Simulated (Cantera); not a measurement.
Cantera run, input and output.

```python
import numpy as np
import cantera as ct

gas = ct.Solution("gri30.yaml")
gas.TPX = 1375, 110000, {'N2O': 1, 'N2': 0.29}
reactor = ct.IdealGasConstPressureReactor(gas, energy="off", clone=False)
net = ct.ReactorNet([reactor])
net.rtol, net.atol = 1e-08, 1e-18
show = ['N2O', 'NO2', 'N2', 'NO', 'O']
times = np.geomspace(1e-05, 2, 15)

steps = ct.SolutionArray(gas, extra=["t"])
rows = []
print(f"{'t/s':>10s}{'T/K':>9s}{'P/Pa':>11s}" + "".join(f"{s:>11s}" for s in show))
for t in times:
    while net.time < t:
        t_next = net.step()
        steps.append(gas.state, t=t_next)
    rows.append([np.interp(t, steps.t, y) for y in (steps.T, steps.P, *steps(*show).X.T)])
    print(f"{t:10.3e}{rows[-1][0]:9.1f}{rows[-1][1]:11.4g}" + "".join(f"{x:11.3e}" for x in rows[-1][2:]))
rate = np.gradient(steps.T, steps.t)
print("integrator steps:", len(steps.t))
if steps.T.max() > steps.T[0] + 200:
    print(f"time of steepest temperature rise: {steps.t[rate.argmax()]:.4e} s")
gas.TPX = 1375, 110000, {'N2O': 1, 'N2': 0.29}
gas.equilibrate("TP")
print(f"equilibrium (TP): T = {gas.T:.1f} K  " + "  ".join(f"{s} {gas[s].X[0]:.3e}" for s in show))
```

Output:

```
       t/s      T/K       P/Pa        N2O        NO2         N2         NO          O
 1.000e-05   1375.0    1.1e+05  7.751e-01  2.160e-10  2.249e-01  1.030e-05  1.659e-05
 2.391e-05   1375.0    1.1e+05  7.749e-01  2.155e-09  2.250e-01  3.259e-05  1.810e-05
 5.719e-05   1375.0    1.1e+05  7.745e-01  1.530e-08  2.252e-01  8.717e-05  1.815e-05
 1.368e-04   1375.0    1.1e+05  7.735e-01  9.352e-08  2.258e-01  2.175e-04  1.815e-05
 3.270e-04   1375.0    1.1e+05  7.712e-01  5.276e-07  2.271e-01  5.280e-04  1.814e-05
 7.820e-04   1375.0    1.1e+05  7.656e-01  2.735e-06  2.303e-01  1.264e-03  1.811e-05
 1.870e-03   1375.0    1.1e+05  7.526e-01  1.230e-05  2.378e-01  2.987e-03  1.804e-05
 4.472e-03   1375.0    1.1e+05  7.226e-01  4.389e-05  2.550e-01  6.917e-03  1.782e-05
 1.069e-02   1375.0    1.1e+05  6.575e-01  1.198e-04  2.924e-01  1.536e-02  1.729e-05
 2.557e-02   1375.0    1.1e+05  5.318e-01  2.641e-04  3.648e-01  3.122e-02  1.605e-05
 6.116e-02   1375.0    1.1e+05  3.397e-01  4.706e-04  4.764e-01  5.375e-02  1.337e-05
 1.462e-01   1375.0    1.1e+05  1.430e-01  6.453e-04  5.928e-01  7.256e-02  8.485e-06
 3.497e-01   1375.0    1.1e+05  3.027e-02  7.001e-04  6.622e-01  7.809e-02  2.842e-06
 8.363e-01   1375.0    1.1e+05  1.535e-03  7.042e-04  6.807e-01  7.784e-02  4.482e-07
 2.000e+00   1375.0    1.1e+05  3.554e-06  7.057e-04  6.817e-01  7.777e-02  2.997e-07
integrator steps: 1097
equilibrium (TP): T = 1375.0 K  N2O 4.473e-08  NO2 6.809e-06  N2 7.203e-01  NO 6.957e-04  O 3.226e-07
```

Computed with Cantera and GRI-Mech 3.0 (53 species, 325 reactions). GRI-Mech 3.0 was tuned for natural gas; its chemistry of N2O as a main component is partial and can be far from experiment. The mechanism lacks the step 2 NO + O2 → 2 NO2, which can matter for NO2 below about 1400 K. The temperature is held fixed by assumption; the heat of reaction is taken as removed at once.
